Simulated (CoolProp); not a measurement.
Computed with CoolProp (reference Helmholtz-energy equation of state, Thol 2012).

**Question.** Give the vapour pressure (MPa), liquid density (kg/m³), vapour density (kg/m³), surface tension (mN/m) of saturated benzene at 208.55, 224.65, 273.15 °C.

**Answer.** 
| T (°C) | p (MPa) | liquid density (kg/m³) | vapour density (kg/m³) | surface tension (mN/m) |
|---|---|---|---|---|
| 208.55 | 1.65 | 644 | 42.2 | 6.40 |
| 224.65 | 2.10 | 615 | 55.5 | 4.83 |
| 273.15 | 4.03 | 484 | 140 | 0.796 |

Surface tension comes from a separate correlation (Mulero 2012).
